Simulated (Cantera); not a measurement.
A Cantera script and what it prints.

```python
import numpy as np
import cantera as ct

gas_names = """
    C CH CH2 CH3 CH2OH CH3O CH4 CH3OH CO CO2 COOH C2 C2H CHCO,ketyl C2H2,acetylene C2H2,vinylidene
    CH2CO,ketene C2H3,vinyl CH3CO,acetyl C2H4 C2H4O,ethylen CH3CHO,ethanal CH3COOH (HCOOH)2 C2H5 C2H6
    CH3OCH3 C2H5OH C2O C3 C3H3,propargyl C3H4,allene C3H4,propyne C3H4,cyclo- C3H5,allyl C3H6,propylene
    C3H6,cyclo- C3H6O C3H7,n-propyl C3H7,i-propyl C3H8 C3H8O,1propanol C3H8O,2propanol C3O2 C4 C4H2
    C4H4,1,3-cyclo- C4H6,butadiene C4H6,2-butyne C4H6,cyclo- C4H8,1-butene C4H8,cis2-buten
    C4H8,tr2-butene C4H8,isobutene C4H8,cyclo- (CH3COOH)2 C4H9,n-butyl C4H9,i-butyl C4H9,s-butyl
    C4H9,t-butyl C4H10,isobutane C4H10,n-butane C5 C5H6,1,3cyclo- C5H8,cyclo- C5H10,1-pentene
    C5H10,cyclo- C5H11,pentyl C5H11,t-pentyl C5H12,n-pentane C5H12,i-pentane CH3C(CH3)2CH3 C6H2
    C6H5,phenyl C6H5O,phenoxy C6H6 C6H5OH,phenol C6H10,cyclo- C6H12,1-hexene C6H12,cyclo- C6H13,n-hexyl
    C7H7,benzyl C7H8 C7H8O,cresol C7H14,1-heptene C7H15,n-heptyl C7H16,n-heptane C8H8,styrene
    C8H10,ethylbenz C8H16,1-octene C8H17,n-octyl C8H18,isooctane C8H18,n-octane C9H19,n-nonyl
    C10H8,naphthale C10H21,n-decyl C12H9,o-bipheny C12H10,bipheny H HCO HO2 H2 HCHO,formaldehy HCOOH H2O
    H2O2 O OH O2 O3 Si SiC SiC2 SiC4H12 SiH SiH2 SiH3 SiH4 SiO SiO2 Si2 Si2C Si3
""".split()
cond_names = """
    C(gr) C6H6(L) C7H8(L) C8H18(L),n-octa H2O(s) H2O(L) Si(cr) Si(L) SiC(b) SiO2(Lqz) SiO2(hqz) SiO2(L)
""".split()


def load(file, names, dense=False):
    # The tables refer to 1 bar. Condensed volumes are neglected.
    table = {s.name: s for s in ct.Species.list_from_file(file)}
    out = []
    for n in names:
        d = dict(table[n].input_data)
        d["thermo"] = dict(d["thermo"], **{"reference-pressure": 1e5})
        if dense:
            d["equation-of-state"] = {"model": "constant-volume", "density": "1e6 g/cm^3"}
        out.append(ct.Species.from_dict(d))
    return out


gas = ct.Solution(thermo="ideal-gas", species=load("nasa_gas.yaml", gas_names))
cond = {s.name: ct.Solution(thermo="fixed-stoichiometry", species=[s], name=s.name)
        for s in load("nasa_condensed.yaml", cond_names, dense=True)}
atoms = {
    'SiC': {'Si': 1, 'C': 1},
    'O2': {'O': 2},
    'H2': {'H': 2},
}
top_T = {'C(gr)': 4500, 'SiC(b)': 3050}  # K; cautious upper limits of use, not melting points


def equilibrate(T, P, feed):
    n = {}
    for name, mol in feed.items():
        for a, k in atoms[name].items():
            n[a] = n.get(a, 0.0) + k * mol
    gas.TPX = T, P, n
    mass = sum(n.values()) * gas.mean_molecular_weight
    gas.equilibrate("TP")
    valid = [c for c in cond.values() if c.min_temp <= T <= top_T.get(c.name, c.max_temp)]
    mix = ct.Mixture([(gas, mass / gas.mean_molecular_weight)] + [(c, 0.0) for c in valid])
    mix.T, mix.P = T, P
    mix.equilibrate("TP", solver="vcs", rtol=1e-11, max_steps=5000)
    return mix


results = []
feed = {'SiC': 1, 'O2': 0.73, 'H2': 510}  # mol
T = 2048.15  # K
P = 101325  # Pa
mix = equilibrate(T, P, feed)
results.append((T, P, feed, dict(zip(mix.species_names, mix.species_moles))))
print(gas.report(threshold=0.0001))
for i in range(1, mix.n_phases):
    print(f"{mix.phase(i).name:16s} {mix.phase_moles(i):12.5e} mol")
```

Result:

```
       temperature   2048.2 K
          pressure   1.0132e+05 Pa
           density   0.012586 kg/m^3
  mean mol. weight   2.1154 kg/kmol
   phase of matter   gas

                          1 kg             1 kmol
                     ---------------   ---------------
          enthalpy        2.5931e+07        5.4854e+07  J
   internal energy        1.7881e+07        3.7825e+07  J
           entropy             89662        1.8967e+05  J/K
    Gibbs function       -1.5771e+08       -3.3361e+08  J
 heat capacity c_p             16232             34337  J/K
 heat capacity c_v             12302             26023  J/K

                      mass frac. Y      mole frac. X     chem. pot. / RT
                     ---------------   ---------------   ---------------
                CO          0.019519         0.0014741           -40.781
                 H         0.0010583         0.0022209           -9.7743
                H2           0.94799           0.99471           -19.549
               SiO          0.028673         0.0013759           -42.217
     [ +119 minor]         0.0027584          0.000217

C(gr)             0.00000e+00 mol
Si(L)             0.00000e+00 mol
SiC(b)            2.11246e-01 mol
SiO2(L)           0.00000e+00 mol
```

These are equilibrium values from Cantera (NASA tables, ideal gas, pure condensed phases), not measurements of a reactor. Gases not in the tables: Si2H6 and higher silanes.
